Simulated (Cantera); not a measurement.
Charge: 1 mol C2H2, 0.091 mol H2O, 6.2 mol H2, at 0.100 bar.

Equilibrium computed with Cantera from the NASA thermochemical tables; the gas is ideal and each condensed phase is pure. Candidate condensed phases: C, C6H6, C7H8, C8H18, H2O; 110 gas species. The numbers say what is thermodynamically allowed, not how fast it happens.

log p: log10 of the partial pressure in bar; n: condensed amount in mol.

```csv
T (°C),log p H2,log p H,log p C2H2 (acetylene),log p CO,log p C2H,n C(graphite)
1400,-1.01,-4.45,-5.25,-2.91,-11.00,1.91
1500,-1.01,-4.05,-4.86,-2.91,-10.01,1.91
1600,-1.01,(withheld),(withheld),-2.91,(withheld),1.90
1700,-1.01,-3.37,-4.20,-2.91,-8.34,1.90
1800,-1.01,-3.08,-3.92,-2.91,-7.62,1.89
1900,-1.01,-2.82,-3.67,-2.91,-6.97,1.88
2000,-1.02,-2.58,-3.44,-2.91,-6.38,1.85
2100,-1.03,(withheld),(withheld),-2.92,(withheld),1.82
2200,-1.04,-2.17,-3.06,-2.92,-5.36,1.77
2300,-1.06,-1.99,-2.89,-2.93,-4.91,1.71
2400,-1.08,-1.83,-2.75,-2.94,-4.50,1.62
2500,-1.12,-1.69,-2.64,-2.96,-4.12,1.50
```

Task: Fill in the missing entries.

Result: 
- 2100, log p H: -2.37
- 2100, log p C2H2 (acetylene): -3.24
- 2100, log p C2H: -5.85
- 1600, log p H: -3.69
- 1600, log p C2H2 (acetylene): -4.51
- 1600, log p C2H: -9.13
